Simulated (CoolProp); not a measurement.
Saturation properties of R1224YDZ (Tc = 428.7 K, pc = 3.334 MPa, ω = 0.325).

Values from CoolProp's reference Helmholtz-energy equation of state, Akasaka 2023.

```
T (K)   p (MPa)  liquid density (kg/m³)  vapour density (kg/m³)  enthalpy of vaporisation (kJ/kg)  liquid cp (kJ/(kg K))
-----  --------  ----------------------  ----------------------  --------------------------------  ---------------------
237.8  0.008784                    1515                  0.6669                             192.3                  1.051
248.7   0.01656                    1488                   1.208                             187.5                  1.065
259.7   0.02941                    1461                   2.070                             182.5                  1.081
270.6   0.04915                    1433                   3.349                             177.6                  1.098
281.6   0.07863                    1404                   5.204                             172.5                  1.117
292.5    0.1201                    1375                   7.759                             167.3                  1.138
303.5    0.1776                    1345                   11.24                             161.8                  1.161
314.4    0.2535                    1314                   15.80                             156.1                  1.185
```

It boils at 288.0 K under 1 atm.
